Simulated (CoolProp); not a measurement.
A single-stage vapour-compression cycle with R13: evaporating at 199.15 K (dew point), condensing at 233.15 K (bubble point), superheat 0 K, subcooling 8 K, compressor efficiency 0.8, no pressure losses. Each further row changes one setting.

Values from CoolProp's reference Helmholtz-energy equation of state, Platzer 1990. This equation is an older, rougher fit; its heat capacities, sound speeds and derivatives of the liquid may be far off and weren't checked against measurements.

```
case                              cooling COP  pressure ratio  discharge temperature (K)  refrigerating effect (kJ/kg)  volumetric capacity (kJ/m³)
--------------------------------  -----------  --------------  -------------------------  ----------------------------  ---------------------------
as stated                                4.22            4.07                      258.2                           121                         1200
evaporating temperature 204.15 K         5.18            3.21                      253.6                           123                         1520
condensing temperature 228.15 K          5.07            3.41                      250.4                           126                         1250
subcooling 13 K                          4.38            4.07                      258.2                           126                         1250
superheat 10 K                           4.16            4.07                      269.1                           127                         1180
compressor efficiency 0.7                3.69            4.07                      264.5                           121                         1200
```
